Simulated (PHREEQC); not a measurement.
Solution (25 °C): 0.000882 mol/kgw NaBF4 and 0.00018 mol/kgw KHCO3. Closed to the air; pH follows from the charge balance.

The numbers come from PHREEQC with the ion-association model, phreeqc.dat.

No solid was allowed to form.

Problem. Order these F species by the share of F that they hold, largest first: BF4-, BF3OH-, BF2(OH)2-, F-, HF.

Solution. F- (42 %), HF (37 %), BF4- (15 %), BF3OH- (3.1 %), BF2(OH)2- (2.1 %)

The pH is 3.21 and the ionic strength 0.00170 mol/kgw. Real BF4- forms and hydrolyses slowly; the run takes it at equilibrium.
